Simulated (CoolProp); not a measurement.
Vapour-liquid equilibrium of R22 (1) + R152A (2) at 186.9 K; x and y are mole fractions of (1).

Model: multi-fluid Helmholtz-energy mixture model, Kamei 1995 and Outcalt 1996; pair parameters Bell 2016, in CoolProp.

Give the bubble pressure and the first vapour's composition at x = 0.425, 0.5, 0.875. Is there an azeotrope?

x = 0.425: 3.672 kPa, y = 0.676; x = 0.5: 3.999 kPa, y = 0.746; x = 0.875: 5.854 kPa, y = 0.964. No azeotrope shows between x = 0.05 and 0.95.

The pair parameters rest on a limited set of measurements; away from them the model extrapolates.
